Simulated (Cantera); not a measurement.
A Cantera script and what it prints.

```python
import numpy as np
import cantera as ct

gas_names = """
    CL CLO CL2 Mg MgCL MgCL2 MgO Mg2 O O2 O3
""".split()
cond_names = """
    Mg(cr) Mg(L) MgCL2(s) MgCL2(L) MgO(s) MgO(L)
""".split()


def load(file, names, dense=False):
    # The tables refer to 1 bar. Condensed volumes are neglected.
    table = {s.name: s for s in ct.Species.list_from_file(file)}
    out = []
    for n in names:
        d = dict(table[n].input_data)
        d["thermo"] = dict(d["thermo"], **{"reference-pressure": 1e5})
        if dense:
            d["equation-of-state"] = {"model": "constant-volume", "density": "1e6 g/cm^3"}
        out.append(ct.Species.from_dict(d))
    return out


gas = ct.Solution(thermo="ideal-gas", species=load("nasa_gas.yaml", gas_names))
cond = {s.name: ct.Solution(thermo="fixed-stoichiometry", species=[s], name=s.name)
        for s in load("nasa_condensed.yaml", cond_names, dense=True)}
atoms = {
    'MgO': {'Mg': 1, 'O': 1},
    'Cl2': {'CL': 2},
}
top_T = {}  # K; cautious upper limits of use, not melting points


def equilibrate(T, P, feed):
    n = {}
    for name, mol in feed.items():
        for a, k in atoms[name].items():
            n[a] = n.get(a, 0.0) + k * mol
    gas.TPX = T, P, n
    mass = sum(n.values()) * gas.mean_molecular_weight
    gas.equilibrate("TP")
    valid = [c for c in cond.values() if c.min_temp <= T <= top_T.get(c.name, c.max_temp)]
    mix = ct.Mixture([(gas, mass / gas.mean_molecular_weight)] + [(c, 0.0) for c in valid])
    mix.T, mix.P = T, P
    mix.equilibrate("TP", solver="vcs", rtol=1e-11, max_steps=5000)
    return mix


results = []
feed = {'MgO': 1, 'Cl2': 1.4}  # mol
P = 29  # Pa
for T in [773, 848, 923, 998, 1073, 1148, 1223, 1298, 1373, 1448, 1523, 1598, 1673]:
    mix = equilibrate(T, P, feed)
    results.append((T, P, feed, dict(zip(mix.species_names, mix.species_moles))))
    x = sorted(zip(gas.X, gas.species_names), reverse=True)
    print(f"T = {T:g} K  P = {P:g} Pa  gas = {mix.phase_moles(0):.4g} mol")
    print("   x: " + "  ".join(f"{s} {v:.3e}" for v, s in x if v > 0.0001))
    print("   condensed (mol): " + ("  ".join(f"{mix.phase(i).name} {mix.phase_moles(i):.4g}"
          for i in range(1, mix.n_phases) if mix.phase_moles(i) > 1e-12) or "none"))
```

It prints:

```
T = 773 K  P = 29 Pa  gas = 1.4 mol
   x: CL2 9.993e-01  CL 2.870e-04  O2 2.191e-04  MgCL2 1.556e-04
   condensed (mol): MgCL2(s) 0.0003957  MgO(s) 0.9994
T = 848 K  P = 29 Pa  gas = 1.402 mol
   x: CL2 9.963e-01  CL 1.570e-03  MgCL2 1.448e-03  O2 7.241e-04
   condensed (mol): MgO(s) 0.998
T = 923 K  P = 29 Pa  gas = 1.409 mol
   x: CL2 9.831e-01  MgCL2 6.942e-03  CL 6.505e-03  O2 3.471e-03
   condensed (mol): MgO(s) 0.9902
T = 998 K  P = 29 Pa  gas = 1.434 mol
   x: CL2 9.401e-01  MgCL2 2.560e-02  CL 2.146e-02  O2 1.280e-02
   condensed (mol): MgO(s) 0.9633
T = 1073 K  P = 29 Pa  gas = 1.499 mol
   x: CL2 8.314e-01  MgCL2 7.403e-02  CL 5.758e-02  O2 3.701e-02
   condensed (mol): MgO(s) 0.8891
T = 1148 K  P = 29 Pa  gas = 1.637 mol
   x: CL2 6.274e-01  MgCL2 1.653e-01  CL 1.247e-01  O2 8.264e-02
   condensed (mol): MgO(s) 0.7293
T = 1223 K  P = 29 Pa  gas = 1.855 mol
   x: CL2 3.708e-01  MgCL2 2.769e-01  CL 2.139e-01  O2 1.384e-01
   condensed (mol): MgO(s) 0.4864
T = 1298 K  P = 29 Pa  gas = 2.076 mol
   x: MgCL2 3.550e-01  CL 2.962e-01  O2 1.775e-01  CL2 1.713e-01
   condensed (mol): MgO(s) 0.2631
T = 1373 K  P = 29 Pa  gas = 2.22 mol
   x: MgCL2 3.830e-01  CL 3.560e-01  O2 1.914e-01  CL2 6.951e-02
   condensed (mol): MgO(s) 0.1496
T = 1448 K  P = 29 Pa  gas = 2.297 mol
   x: CL 3.991e-01  MgCL2 3.819e-01  O2 1.909e-01  CL2 2.794e-02
   condensed (mol): MgO(s) 0.1227
T = 1523 K  P = 29 Pa  gas = 2.34 mol
   x: CL 4.337e-01  MgCL2 3.696e-01  O2 1.847e-01  CL2 1.178e-02  O 1.392e-04
   condensed (mol): MgO(s) 0.1351
T = 1598 K  P = 29 Pa  gas = 2.369 mol
   x: CL 4.638e-01  MgCL2 3.538e-01  O2 1.767e-01  CL2 5.290e-03  O 3.495e-04
   condensed (mol): MgO(s) 0.1619
T = 1673 K  P = 29 Pa  gas = 2.391 mol
   x: CL 4.910e-01  MgCL2 3.374e-01  O2 1.682e-01  CL2 2.529e-03  O 8.050e-04
   condensed (mol): MgO(s) 0.1932
```

These are equilibrium values from Cantera (NASA tables, ideal gas, pure condensed phases), not measurements of a reactor.
